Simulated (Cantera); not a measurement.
Input: 1 mol BF₃, 0.14 mol NH₃, a varied amount of N₂, 2.3 mol H₂O, at 1200 K and 110 Pa.

Method: chemical equilibrium by Gibbs-energy minimisation in Cantera with the NASA 1993 tables (ideal gas, pure condensed phases). Candidate condensed phases: B, BN, B₂O₃, B₃O₃H₃, H₂O; 62 gas species. Equilibrium is a limit: real reactors are often held back by kinetics, nucleation or transport.

Task: At 12 mol N₂, list the 5 most abundant gas species with their mole fractions, and the condensed phases.

Result: N₂ 0.737, HF 0.120, H₂O 0.0771, BOF 0.0378, H₂ 0.0128. Condensed: B₂O₃(l).
